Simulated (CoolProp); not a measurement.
Vapour-liquid equilibrium of R13 (1) + propylene (2) at 514 kPa; x and y are mole fractions of (1).

Computed with CoolProp (multi-fluid Helmholtz-energy mixture model, Platzer 1990 and Lemmon 2013; pair parameters Bell 2016). This equation is an older, rougher fit; its heat capacities, sound speeds and derivatives of the liquid may be far off and weren't checked against measurements.

```json
[
 {"x": "0.05", "bubble temperature, mixture model (°C)": "-10.5", "bubble temperature, Raoult's law (°C)": "-8.0", "y, mixture model": "0.202", "y, Raoult's law": "0.156"},
 {"x": "0.125", "bubble temperature, mixture model (°C)": "-17.9", "bubble temperature, Raoult's law (°C)": "-13.0", "y, mixture model": "0.406", "y, Raoult's law": "0.339"},
 {"x": "0.2", "bubble temperature, mixture model (°C)": "-23.4", "bubble temperature, Raoult's law (°C)": "-17.4", "y, mixture model": "0.538", "y, Raoult's law": "0.479"},
 {"x": "0.275", "bubble temperature, mixture model (°C)": "-27.5", "bubble temperature, Raoult's law (°C)": "-21.3", "y, mixture model": "0.627", "y, Raoult's law": "0.588"},
 {"x": "0.35", "bubble temperature, mixture model (°C)": "-30.7", "bubble temperature, Raoult's law (°C)": "-24.8", "y, mixture model": "0.691", "y, Raoult's law": "0.674"},
 {"x": "0.425", "bubble temperature, mixture model (°C)": "-33.2", "bubble temperature, Raoult's law (°C)": "-27.9", "y, mixture model": "0.740", "y, Raoult's law": "0.743"},
 {"x": "0.5", "bubble temperature, mixture model (°C)": "-35.3", "bubble temperature, Raoult's law (°C)": "-30.7", "y, mixture model": "0.781", "y, Raoult's law": "0.800"},
 {"x": "0.575", "bubble temperature, mixture model (°C)": "-37.1", "bubble temperature, Raoult's law (°C)": "-33.3", "y, mixture model": "0.815", "y, Raoult's law": "0.846"},
 {"x": "0.65", "bubble temperature, mixture model (°C)": "-38.6", "bubble temperature, Raoult's law (°C)": "-35.6", "y, mixture model": "0.846", "y, Raoult's law": "0.885"},
 {"x": "0.725", "bubble temperature, mixture model (°C)": "-40.0", "bubble temperature, Raoult's law (°C)": "-37.8", "y, mixture model": "0.877", "y, Raoult's law": "0.917"},
 {"x": "0.8", "bubble temperature, mixture model (°C)": "-41.3", "bubble temperature, Raoult's law (°C)": "-39.8", "y, mixture model": "0.907", "y, Raoult's law": "0.945"},
 {"x": "0.875", "bubble temperature, mixture model (°C)": "-42.6", "bubble temperature, Raoult's law (°C)": "-41.7", "y, mixture model": "0.939", "y, Raoult's law": "0.968"},
 {"x": "0.95", "bubble temperature, mixture model (°C)": "-43.7", "bubble temperature, Raoult's law (°C)": "-43.4", "y, mixture model": "0.974", "y, Raoult's law": "0.988"}
]
```

The largest gap from Raoult's law is -6.2 K in bubble temperature, at x = 0.275. No azeotrope shows between x = 0.05 and 0.95.

The pair parameters rest on a limited set of measurements; away from them the model extrapolates.
